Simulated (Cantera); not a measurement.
An adiabatic, constant-pressure homogeneous reactor starts with C2H4 : O2 : N2 : CO2 = 1 : 3.61 : 13.6 : 0.025 (molar parts), at 1200 K and 1.01 bar.

Cantera simulation using GRI-Mech 3.0 (53 species, 325 reactions); the numbers are that mechanism's predictions, not measurements. GRI-Mech 3.0 was tuned for natural gas; its chemistry of ethylene as a main component is partial and can be far from experiment.

### Question
Predict: time of steepest temperature rise; temperature at 3.00 s; equilibrium temperature; x(O2) at 3.00 s; x(CO) at 3.00 s; x(CO2) at 3.00 s; x(O) at 3.00 s.

### Answer
time of steepest temperature rise: 0.401 ms
temperature at 3.00 s: 2632 K
equilibrium temperature: 2632 K
x(O2) at 3.00 s: 0.0385 (gas-phase equilibrium 0.0385)
x(CO) at 3.00 s: 0.0289 (gas-phase equilibrium 0.0289)
x(CO2) at 3.00 s: 0.0794 (gas-phase equilibrium 0.0794)
x(O) at 3.00 s: 0.00526 (gas-phase equilibrium 0.00526)
